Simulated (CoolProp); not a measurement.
Properties of hydrogen chloride at several states (Tc = 324.7 K, pc = 8.314 MPa, ω = 0.130).

Model: reference Helmholtz-energy equation of state, Thol 2018, in CoolProp.

```tsv
T (K)	p (MPa)	phase	Joule-Thomson coefficient (K/MPa)	fugacity coefficient
341.4	2.83	gas	10.92	0.8940
367.2	35.4	supercritical	0.4302	0.3779
182	0.335	liquid	-0.3175	0.2067
267.6	1.33	gas	19.71	0.8902
```
